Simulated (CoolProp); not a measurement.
Vapour-liquid equilibrium of propane (1) + isohexane (2) at 292.6 K; x and y are mole fractions of (1).

Model: multi-fluid Helmholtz-energy mixture model, Lemmon 2009 and Lemmon 2006; pair parameters Bell 2016, in CoolProp.

```tsv
x	bubble pressure (MPa)	y at the bubble point	dew pressure at overall composition x (MPa)	liquid density (mol/L)
0.05	0.06062	0.642	0.02348	7.733
0.2	0.1756	0.889	0.02781	8.206
0.35	0.2908	0.942	0.03408	8.720
0.5	0.4066	0.965	0.04396	9.277
0.65	0.5243	0.979	0.06188	9.878
0.8	0.6463	0.989	0.1043	10.51
0.95	0.7773	0.997	0.3237	11.15
```

No azeotrope shows between x = 0.05 and 0.95.

The pair parameters rest on a limited set of measurements; away from them the model extrapolates.
